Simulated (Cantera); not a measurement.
# C6H6 + H2 (carbon deposition, reforming and gasification)

Input: 1 mol C6H6, 17 mol H2, held at 0.250 bar.

These are equilibrium values from Cantera (NASA tables, ideal gas, pure condensed phases), not measurements of a reactor. Candidate condensed phases: C, C6H6, C7H8, C8H18; 76 gas species. Equilibrium is a limit: real reactors are often held back by kinetics, nucleation or transport.

```tsv
T (°C)	log p H2	log p CH4	log p H	log p C2H2 (acetylene)	n C(graphite)
552	-0.68	-1.40	-11.44	-12.12	3.25
702	-0.62	-2.13	-9.25	-9.86	5.43
852	-0.61	-2.75	-7.65	-8.24	5.86
1002	-0.60	-3.24	-6.43	-7.02	5.95
1152	-0.60	-3.63	-5.47	-6.06	5.98
1302	-0.60	-3.94	-4.68	-5.28	5.99
1452	-0.60	-4.21	-4.03	-4.64	5.99
1602	-0.60	-4.42	-3.48	-4.10	5.98
1752	-0.60	-4.61	-3.02	-3.65	5.96
1902	-0.61	-4.77	-2.62	-3.26	5.91
2052	-0.61	-4.92	-2.27	-2.92	5.80
2202	-0.63	-5.06	-1.96	-2.64	5.62
2352	-0.65	-5.20	-1.70	-2.39	5.31
2502	-0.68	-5.35	-1.47	-2.19	4.84
```
log p: log10 of the partial pressure in bar; n: condensed amount in mol.

From 552 °C to 2502 °C the condensed part is C(graphite). The main C-bearing gas is CH4 at 552 °C and C2H2 (acetylene) at 2502 °C. The share of C in condensed phases is highest at 1452 °C (99.9 %) and lowest at 552 °C (54.1 %).
